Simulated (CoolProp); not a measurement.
The fluid at 298.15 K and 3.57 MPa (liquid) is heated at constant pressure to 482.2 K. The same conditions are run with several fluids, on thermodynamics alone (safety and materials aside).

Computed with CoolProp (reference Helmholtz-energy equation of state of each fluid (sulfur hexafluoride: Guder 2009; ethanol: Schroeder 2014; isobutene: Lemmon 2005)).

Problem. Rank sulfur hexafluoride, ethanol, isobutene by heat (kJ/kg), highest first.

Solution. isobutene (673), ethanol (630), sulfur hexafluoride (221)

```csv
fluid,final phase,final density (kg/m³)
sulfur hexafluoride,gas,139
ethanol,liquid,532
isobutene,gas,63.6
```
